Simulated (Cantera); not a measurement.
Mixture: CH₄ : H₂ : O₂ : N₂ = 1 : 0.093 : 3.01 : 11.3 (molar parts), at 3750 Torr, adiabatic and at constant volume. Ignition delay is the time to a rise of 400 K.

Detailed kinetics in Cantera: GRI-Mech 3.0 (53 species, 325 reactions).

What does this change do: pressure from 3750 Torr to 25500 Torr?


| quantity | before | after |
|---|---|---|
| delay at 1175 K | 3.78 ms | 0.629 ms |
| delay at 1375 K | 0.545 ms | 88.5 µs |
| delay at 1575 K | 96.9 µs | 19.2 µs |
| delay at 1775 K | 24.3 µs | 5.10 µs |
| delay at 1975 K | 8.19 µs | 1.65 µs |
| apparent activation energy between 1875 and 2075 K | 160 kJ/mol | 170 kJ/mol |
The pressure lies above the range GRI-Mech 3.0 was tuned for (to about 10 atm).

What does this change do: pressure from 3750 Torr to 750 Torr?


| quantity | before | after |
|---|---|---|
| delay at 1175 K | 3.78 ms | 18.6 ms |
| delay at 1375 K | 0.545 ms | 2.00 ms |
| delay at 1575 K | 96.9 µs | 0.356 ms |
| delay at 1775 K | 24.3 µs | 99.3 µs |
| delay at 1975 K | 8.19 µs | 36.2 µs |
| apparent activation energy between 1875 and 2075 K | 160 kJ/mol | 150 kJ/mol |
